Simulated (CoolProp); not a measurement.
Vapour pressure (bar) of fluoroethane (R161): the reference equation beside estimates from Tc = 102.1 °C, pc = 50.10 bar, ω = 0.216. Clausius-Clapeyron is anchored at -33.25 °C with a constant enthalpy of vaporisation of 20.19 kJ/mol.

Computed with CoolProp (reference Helmholtz-energy equation of state, Wu 2012).

| T (°C) | reference | Clausius-Clapeyron | Soave-Redlich-Kwong |
|---|---|---|---|
| -41.35 | … | 0.8634 | 0.8368 |
| -38.65 | 0.9632 | 0.9741 | 0.9515 |
| -35.95 | 1.090 | 1.096 | 1.078 |
| -33.25 | 1.230 | 1.230 | 1.218 |
| -30.55 | 1.383 | 1.376 | … |
| -27.85 | 1.551 | 1.537 | 1.540 |
| -25.15 | 1.735 | 1.712 | 1.724 |
| -22.45 | 1.935 | 1.902 | … |
| -19.65 | 2.160 | 2.117 | 2.152 |
| -16.95 | 2.397 | 2.342 | 2.390 |
| -14.25 | 2.653 | 2.585 | 2.648 |
| -11.55 | … | 2.848 | 2.927 |

**Question.** Some entries are withheld; supply them.

**Answer.** 
- -41.35, reference: 0.8483
- -30.55, Soave-Redlich-Kwong: 1.372
- -22.45, Soave-Redlich-Kwong: 1.925
- -11.55, reference: 2.929

Absolute difference from the reference over all 12 rows, mean and median: Clausius-Clapeyron 1.5 and 1.5 %, Soave-Redlich-Kwong 0.7 and 0.7 %.
